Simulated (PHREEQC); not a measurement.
Consider water at 38 °C with 30 mmol/kgw HF, 0.58 mmol/kgw CsF and 0.043 mmol/kgw HCl. Closed to the air; pH follows from the charge balance.

Equilibrium calculation in PHREEQC: ion-association model, wateq4f.dat.

| quantity | before | after |
|---|---|---|
| pH | 2.46 | 2.36 |
| ionic strength (mol/kgw) | 0.00432 | 0.00521 |
| HF (mol/kgw) | 0.0240 | 0.0207 |
| H2F2 (mol/kgw) | 0.000933 | 0.00222 |
| HF2- (mol/kgw) | 0.000389 | 0.000313 |

Problem. Name the change that produced these shifts.
(A) CsF replaced by (NH4)2SiF6 at the same molality
(B) temperature from 38 to 5 °C
(C) HF from 0.03 to 0.15 mol/kgw
(D) HCl from 4.3e-05 to 2.15e-05 mol/kgw

Solution. B, temperature from 38 to 5 °C

No solid was allowed to form. wateq4f.dat counts part of the HF as a dimer, H2F2, which phreeqc.dat doesn't know; its constant is uncertain. Away from 25 °C the constants follow the database's enthalpies or fits; those with neither stay at their 25 °C values.
